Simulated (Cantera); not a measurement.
Input: 1 mol PbO, 0.11 mol H₂, at 177 °C and 860 Pa.

These are equilibrium values from Cantera (NASA tables, ideal gas, pure condensed phases), not measurements of a reactor. Candidate condensed phases: H₂O, Pb, PbO, PbO₂, Pb₃O₄; 12 gas species. Kinetics and transport are ignored.

Base state: H₂O 1.000 (mole fractions); condensed: Pb(s) + PbO(red).

Task: What changes in the equilibrium state with this change: temperature from 177 °C to 1250 °C?

Result: 
```json
[
 {"species": "PbO", "before": "<1e-9", "after": "0.668"},
 {"species": "Pb", "before": "<1e-9", "after": "0.190"},
 {"species": "H₂O", "before": "1.000", "after": "0.0942"},
 {"species": "O₂", "before": "<1e-9", "after": "0.0478"},
 {"species": "OH", "before": "<1e-9", "after": "0.000210"},
 {"species": "O", "before": "<1e-9", "after": "1.30e-5"},
 {"species": "Pb(s), mol", "before": "0.110", "after": "0"},
 {"species": "PbO(red), mol", "before": "0.890", "after": "0"}
]
```
Gases not in the tables: (PbO)n polymers.
